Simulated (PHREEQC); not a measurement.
A solution holds 0.036 mol NH4Cl and 0.00082 mol K2HPO4 per kg of water, at 25 °C. Closed to the air; pH follows from the charge balance.

Equilibrium calculation in PHREEQC: ion-association model, phreeqc.dat.

| quantity | before | after |
|---|---|---|
| pH | 7.24 | 9.00 |
| ionic strength (mol/kgw) | 0.0379 | 0.00245 |
| HPO4-2 (mol/kgw) | 0.000530 | 0.000806 |
| H2PO4- (mol/kgw) | 0.000289 | 1.11e-5 |
| KHPO4- (mol/kgw) | 8.34e-7 | 2.07e-6 |
| PO4-3 (mol/kgw) | 1.07e-8 | 4.76e-7 |

Q: What was changed between the two runs?
(A) temperature from 25 to 40 °C
(B) K2HPO4 from 0.00082 to 0.0041 mol/kgw
(C) temperature from 25 to 5 °C
(D) K2HPO4 from 0.00082 to 0.000738 mol/kgw
(E) NH4Cl left out

A: E, NH4Cl left out

Precipitation was switched off in this run.
